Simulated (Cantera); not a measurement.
A Cantera script and what it prints.

```python
import numpy as np
import cantera as ct

gas_names = """
    H H2 H2S Ni NiS S SH S2 S8
""".split()
cond_names = """
    Ni(cr) Ni(L) NiS(b) NiS(a) NiS(L) NiS2(s) NiS2(L) Ni3S2(I) Ni3S2(II) Ni3S2(L) Ni3S4(s) S(cr1) S(cr2)
    S(L)
""".split()


def load(file, names, dense=False):
    # The tables refer to 1 bar. Condensed volumes are neglected.
    table = {s.name: s for s in ct.Species.list_from_file(file)}
    out = []
    for n in names:
        d = dict(table[n].input_data)
        d["thermo"] = dict(d["thermo"], **{"reference-pressure": 1e5})
        if dense:
            d["equation-of-state"] = {"model": "constant-volume", "density": "1e6 g/cm^3"}
        out.append(ct.Species.from_dict(d))
    return out


gas = ct.Solution(thermo="ideal-gas", species=load("nasa_gas.yaml", gas_names))
cond = {s.name: ct.Solution(thermo="fixed-stoichiometry", species=[s], name=s.name)
        for s in load("nasa_condensed.yaml", cond_names, dense=True)}
atoms = {
    'Ni': {'Ni': 1},
    'H2S': {'H': 2, 'S': 1},
    'H2': {'H': 2},
}
top_T = {'Ni3S4(s)': 620}  # K; cautious upper limits of use, not melting points


def equilibrate(T, P, feed):
    n = {}
    for name, mol in feed.items():
        for a, k in atoms[name].items():
            n[a] = n.get(a, 0.0) + k * mol
    gas.TPX = T, P, n
    mass = sum(n.values()) * gas.mean_molecular_weight
    gas.equilibrate("TP")
    valid = [c for c in cond.values() if c.min_temp <= T <= top_T.get(c.name, c.max_temp)]
    mix = ct.Mixture([(gas, mass / gas.mean_molecular_weight)] + [(c, 0.0) for c in valid])
    mix.T, mix.P = T, P
    mix.equilibrate("TP", solver="vcs", rtol=1e-11, max_steps=5000)
    return mix


results = []
feed = {'Ni': 1, 'H2S': 0.59, 'H2': 7.9}  # mol
P = 160  # Pa
for T in [1223, 1273, 1323, 1373, 1423, 1473, 1523, 1573, 1623, 1673, 1723, 1773, 1823, 1873]:
    mix = equilibrate(T, P, feed)
    results.append((T, P, feed, dict(zip(mix.species_names, mix.species_moles))))

top = {s: max(r[3][s] / sum(r[3][g] for g in gas_names) for r in results) for s in gas_names}
cols = sorted((s for s in top if top[s] > 0.0001), key=lambda s: -top[s])[:6]
seen = [c for c in cond_names if any(r[3].get(c, 0) > 1e-12 for r in results)]
print("log10 of partial pressures in bar; condensed amounts in mol")
print(f"{'T/K':>10s}" + "".join(f"{s[:9]:>10s}" for s in cols + seen))
for T, P, feed, n in results:
    ng = sum(n[g] for g in gas_names)
    print(f"{T:10.4g}" + "".join(f"{np.log10(max(n[s] / ng * P / 1e5, 1e-99)):10.3f}" for s in cols)
          + "".join(f"{n.get(c, 0):10.4g}" for c in seen))
```

It prints:

```
log10 of partial pressures in bar; condensed amounts in mol
       T/K        H2        S2        Ni         H       H2S        SH    Ni(cr)     Ni(L)  Ni3S2(L)
      1223    -2.799    -6.800   -10.620    -7.922    -4.925    -7.176    0.2127         0    0.2624
      1273    -2.800    -6.396    -9.909    -7.547    -4.875    -6.850    0.2287         0    0.2571
      1323    -2.800    -6.027    -9.254    -7.200    -4.831    -6.550    0.2498         0    0.2501
      1373    -2.801    -5.688    -8.646    -6.878    -4.793    -6.274    0.2806         0    0.2398
      1423    -2.802    -5.376    -8.082    -6.579    -4.759    -6.019    0.3292         0    0.2236
      1473    -2.804    -5.088    -7.557    -6.300    -4.730    -5.784    0.4089         0     0.197
      1523    -2.807    -4.821    -7.067    -6.039    -4.705    -5.565      0.54         0    0.1531
      1573    -2.811    -4.574    -6.610    -5.796    -4.684    -5.363    0.7536         0   0.08141
      1623    -2.816    -4.398    -6.180    -5.568    -4.693    -5.201    0.9944         0         0
      1673    -2.816    -4.391    -5.778    -5.352    -4.778    -5.127     0.987         0         0
      1723    -2.818    -4.392    -5.399    -5.148    -4.862    -5.061    0.9712         0         0
      1773    -2.820    -4.400    -5.055    -4.956    -4.946    -5.003         0    0.9399         0
      1823    -2.825    -4.417    -4.733    -4.776    -5.032    -4.954         0    0.8784         0
      1873    -2.833    -4.447    -4.428    -4.607    -5.124    -4.916         0    0.7597         0
```

These are equilibrium values from Cantera (NASA tables, ideal gas, pure condensed phases), not measurements of a reactor. Metal and sulfide melt together well below either melting point, which pure phases cannot show. Mutual solubility and eutectic melting of coexisting phases are not modelled. Gases not in the tables: S3 to S7.
